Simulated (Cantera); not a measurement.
Feed: 1 mol Ti, 1.6 mol H2, 0.19 mol CH4, equilibrated at 1800 K and 0.100 bar.

Method: chemical equilibrium by Gibbs-energy minimisation in Cantera with the NASA 1993 tables (ideal gas, pure condensed phases). Candidate condensed phases: C, C6H6, C7H8, C8H18, Ti, TiC; 77 gas species. Mutual solubility and eutectic melting of coexisting phases are not modelled. TiC: taken at fixed stoichiometry. Condensed phases not in the tables: N, O or C dissolved in the metal. Rates play no part.

Base state: H2 0.999, H 0.00113 (mole fractions); condensed: Ti(β) + TiC(s).

Problem. What changes in the equilibrium state with this change: pressure from 0.100 bar to 1.00 bar?

Solution. 
```tsv
species	before	after
H2	0.999	1.000
H	0.00113	0.000358
Ti(β), mol	0.810	0.810
TiC(s), mol	0.190	0.190
```

Problem. What changes in the equilibrium state with this change: temperature from 1800 K to 1673.15 K?

Solution. 
```csv
species,before,after
H2,0.999,1.000
H,0.00113,0.000361
"Ti(β), mol",0.810,0.810
"TiC(s), mol",0.190,0.190
```
